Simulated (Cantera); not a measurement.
**Equilibrium for iron carbonyl, mercury and lead vapours: Fe(CO)5 + H2**

Feed: 1 mol Fe(CO)5, 2.6 mol H2, held at 3.90 mbar.

Cantera equilibrium calculation (NASA polynomials, part measured and part estimated; ideal gas, pure solids and liquids). Candidate condensed phases: C, C6H6, C7H8, C8H18, Fe, Fe(CO)5, FeO, Fe(OH)2, Fe(OH)3, Fe2O3, Fe3O4, H2O; 114 gas species. Condensed phases not in the tables: cementite and carbon dissolved in iron. Equilibrium is a limit: real reactors are often held back by kinetics, nucleation or transport.

```tsv
T (K)	x CO	x H2	x H	x CO2	x Fe	x H2O	x CH4	x C2H2 (acetylene)	n C(graphite)	n Fe(α)	n Fe(γ)
1073	0.658	0.342	1.31e-7	0.000237	1.06e-10	0.000114	2.10e-5	2.46e-9	0.00251	1.00	0
1123	0.658	0.342	3.99e-7	0.000102	7.99e-10	5.79e-5	1.34e-5	7.53e-9	0.00111	1.00	0
1173	0.658	0.342	1.10e-6	4.71e-5	5.03e-9	3.12e-5	8.88e-6	2.10e-8	0.000527	1.00	0
1223	0.658	0.342	2.82e-6	2.32e-5	2.71e-8	1.76e-5	6.08e-6	5.36e-8	0	0	1.00
1273	0.658	0.342	6.68e-6	1.21e-5	1.28e-7	1.04e-5	4.29e-6	1.27e-7	0	0	1.000
1323	0.658	0.342	1.49e-5	6.67e-6	5.33e-7	6.43e-6	3.10e-6	2.82e-7	0	0	1.000
1373	0.658	0.342	3.12e-5	3.84e-6	2.00e-6	4.11e-6	2.30e-6	5.91e-7	0	0	1.000
1423	0.658	0.342	6.22e-5	2.30e-6	6.83e-6	2.71e-6	1.74e-6	1.17e-6	0	0	1.000
1473	0.658	0.342	0.000118	1.76e-6	2.14e-5	2.27e-6	1.09e-6	1.46e-6	0	0	1.000
1523	0.658	0.342	0.000216	1.51e-6	6.22e-5	2.11e-6	6.37e-7	1.49e-6	0	0	1.000
1573	0.658	0.342	0.000381	1.33e-6	0.000169	2.00e-6	3.81e-7	1.47e-6	0	0	0.999
```
x: gas mole fraction; n: condensed amount in mol.

From 1073 K to 1173 K the condensed part is C(graphite) + Fe(α). From 1223 K to 1573 K the condensed part is Fe(γ).
